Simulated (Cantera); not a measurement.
Silicon oxide and oxynitride deposition: TEOS + CO2 + H2

Charge: 1 mol TEOS, 0.12 mol CO2, 0.73 mol H2, held at 100 Torr.

Cantera equilibrium calculation (NASA polynomials, part measured and part estimated; ideal gas, pure solids and liquids). Candidate condensed phases: C, C6H6, C7H8, C8H18, H2O, Si, SiC, SiO2; 123 gas species. The feed counts by its element totals alone. Mutual solubility and eutectic melting of coexisting phases are not modelled. The tables hold silica as quartz up to 1696 K and as liquid above; real silica turns to tridymite and cristobalite and melts near 1996 K. The numbers say what is thermodynamically allowed, not how fast it happens.

| T (K) | log p H2 | log p CO | log p H2O | log p CH4 | log p CO2 | log p H | n C(graphite) | n SiO2(β-quartz) | n SiC(s) |
|---|---|---|---|---|---|---|---|---|---|
| 925 | -0.97 | -1.72 | -2.52 | -2.58 | -2.97 | -10.07 | 6.02 | 1.00 | 0 |
| 1025 | -0.96 | -1.65 | -3.19 | -3.06 | -3.77 | -8.84 | 5.87 | 1.00 | 0 |
| 1125 | -0.96 | -1.64 | -3.79 | -3.46 | -4.51 | -7.83 | 5.86 | 1.00 | 0 |
| 1225 | -0.96 | -1.64 | -4.30 | -3.80 | -5.15 | -6.99 | 5.87 | 1.00 | 0 |
| 1325 | -0.96 | -1.64 | -4.74 | -4.09 | -5.69 | -6.27 | 5.87 | 1.000 | 0 |
| 1425 | -0.96 | -1.64 | -5.11 | -4.34 | -6.15 | -5.64 | 5.88 | 1.000 | 0 |
| 1525 | -1.00 | -1.48 | -5.32 | -4.64 | -6.22 | -5.13 | 3.85 | 0.320 | 0.672 |
| 1625 | -1.02 | -1.42 | -5.57 | -4.87 | -6.47 | -4.66 | 2.90 | 0 | 0.987 |
| 1725 | -1.02 | -1.42 | -5.82 | -5.04 | -6.77 | -4.24 | 2.91 | 0 | 0.981 |
| 1825 | -1.02 | -1.43 | -6.04 | -5.19 | -7.04 | -3.87 | 2.93 | 0 | 0.975 |
| 1925 | -1.02 | -1.43 | -6.24 | -5.32 | -7.28 | -3.53 | 2.94 | 0 | 0.967 |
log p: log10 of the partial pressure in bar; n: condensed amount in mol.

From 925 K to 1425 K the condensed part is C(graphite) + SiO2(β-quartz). At 1525 K the condensed part is C(graphite) + SiC(s) + SiO2(β-quartz). From 1625 K to 1925 K the condensed part is C(graphite) + SiC(s).
